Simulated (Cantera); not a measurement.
Standard-state values (1 bar) from the NASA 1993 polynomials, evaluated with Cantera. Values are per mole of reaction as written; species without (g) are pure solids or liquids, kept so even where they would boil at 1 bar.

3 F2(g) + 2 AlN ⇌ 2 AlF3(g) + N2(g)

```json
[
 {"T (K)": "698", "ΔH° (kJ)": "-1786.2", "ΔS° (J/K)": "89.5", "ΔG° (kJ)": "-1848.7", "log10 K": "138.35"},
 {"T (K)": "898", "ΔH° (kJ)": "___", "ΔS° (J/K)": "___", "ΔG° (kJ)": "___", "log10 K": "___"},
 {"T (K)": "1098", "ΔH° (kJ)": "-1792.3", "ΔS° (J/K)": "82.6", "ΔG° (kJ)": "-1883.1", "log10 K": "89.58"},
 {"T (K)": "1298", "ΔH° (kJ)": "___", "ΔS° (J/K)": "___", "ΔG° (kJ)": "___", "log10 K": "___"},
 {"T (K)": "1498", "ΔH° (kJ)": "___", "ΔS° (J/K)": "___", "ΔG° (kJ)": "___", "log10 K": "___"},
 {"T (K)": "1698", "ΔH° (kJ)": "___", "ΔS° (J/K)": "___", "ΔG° (kJ)": "___", "log10 K": "___"},
 {"T (K)": "1898", "ΔH° (kJ)": "-1806.9", "ΔS° (J/K)": "72.8", "ΔG° (kJ)": "-1945.0", "log10 K": "53.53"}
]
```

Question: What belongs in the gaps?

Answer: 
- 898, ΔH° (kJ): -1789.2
- 898, ΔS° (J/K): 85.8
- 898, ΔG° (kJ): -1866.2
- 898, log10 K: 108.55
- 1298, ΔH° (kJ): -1795.8
- 1298, ΔS° (J/K): 79.8
- 1298, ΔG° (kJ): -1899.3
- 1298, log10 K: 76.43
- 1498, ΔH° (kJ): -1799.4
- 1498, ΔS° (J/K): 77.2
- 1498, ΔG° (kJ): -1915.0
- 1498, log10 K: 66.77
- 1698, ΔH° (kJ): -1803.1
- 1698, ΔS° (J/K): 74.8
- 1698, ΔG° (kJ): -1930.2
- 1698, log10 K: 59.38
